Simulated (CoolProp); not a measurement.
Model: reference Helmholtz-energy equation of state, Lemmon 2003, in CoolProp. It is a pseudo-pure fit of the blend.

For R407C, give the phase and the cp (kJ/(kg K)), viscosity (µPa s), fugacity coefficient at 18.75 °C and 6380 kPa; 48.55 °C and 6380 kPa; 78.25 °C and 6380 kPa.


- 18.75 °C and 6380 kPa: liquid; cp 1.43, viscosity 181, fugacity coefficient 0.144
- 48.55 °C and 6380 kPa: liquid; cp 1.58, viscosity 128, fugacity coefficient 0.278
- 78.25 °C and 6380 kPa: liquid; cp 1.99, viscosity 86.1, fugacity coefficient 0.450

Viscosity comes from a separate model (Geller 2000).
